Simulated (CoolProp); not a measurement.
Properties of ethylene along the isobar 0.57 MPa.

Model: reference Helmholtz-energy equation of state, Smukala 2000, in CoolProp.

| T (K) | phase | cp (kJ/(kg K)) | isothermal compressibility (1/MPa) | expansivity (1/kK) | fugacity coefficient |
|---|---|---|---|---|---|
| 199.7 | liquid | 2.525 | 0.003174 | … | 0.7244 |
| 231 | gas | 1.484 | 1.907 | 5.486 | … |
| 262.3 | gas | … | … | 4.448 | 0.9526 |
| 293.6 | gas | … | 1.819 | 3.796 | … |
| 324.9 | gas | 1.665 | 1.800 | 3.335 | 0.9756 |
| 356.1 | gas | 1.766 | 1.787 | 2.986 | 0.9819 |
| 387.4 | gas | 1.871 | 1.779 | 2.709 | 0.9864 |
| 418.7 | gas | 1.976 | 1.773 | 2.482 | 0.9897 |
| 450 | gas | 2.080 | 1.768 | 2.293 | 0.9922 |

Problem. Complete the blanks.

Solution. 
- 199.7, expansivity (1/kK): 3.159
- 231, fugacity coefficient: 0.9303
- 262.3, cp (kJ/(kg K)): 1.506
- 262.3, isothermal compressibility (1/MPa): 1.850
- 293.6, cp (kJ/(kg K)): 1.575
- 293.6, fugacity coefficient: 0.9664
